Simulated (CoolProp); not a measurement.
Vapour-liquid equilibrium of isopentane (1) + toluene (2) at 6.59 bar; x and y are mole fractions of (1).

The numbers come from the multi-fluid Helmholtz-energy mixture model, Lemmon 2006 and Lemmon 2006; pair parameters Bell 2016 in CoolProp.

```
x     bubble temperature (K)  y at the bubble point  dew temperature at overall composition x (K)  liquid density (mol/L)
----  ----------------------  ---------------------  --------------------------------------------  ----------------------
0.05                   455.1                  0.200                                         463.4                   7.526
0.15                   435.4                  0.492                                         457.9                   7.662
0.25                   419.5                  0.671                                         452.1                       ?
0.35                   407.2                  0.777                                         445.7                   7.778
0.45                       ?                  0.844                                         438.7                   7.771
0.55                       ?                  0.887                                         430.7                   7.733
0.65                   384.7                  0.919                                         421.6                   7.674
0.75                   379.8                  0.944                                             ?                   7.599
0.85                       ?                  0.967                                         396.8                   7.518
0.95                   371.1                  0.989                                         378.7                   7.436
```

Question: Some entries are withheld; supply them.

Answer: 
- 0.25, liquid density (mol/L): 7.745
- 0.45, bubble temperature (K): 397.8
- 0.55, bubble temperature (K): 390.5
- 0.75, dew temperature at overall composition x (K): 410.6
- 0.85, bubble temperature (K): 375.4

No azeotrope shows between x = 0.05 and 0.95.

The pair parameters rest on a limited set of measurements; away from them the model extrapolates. The gap from Raoult's law changes sign with composition, which may be real or a fault of the pair parameters; it wasn't checked against measurements.
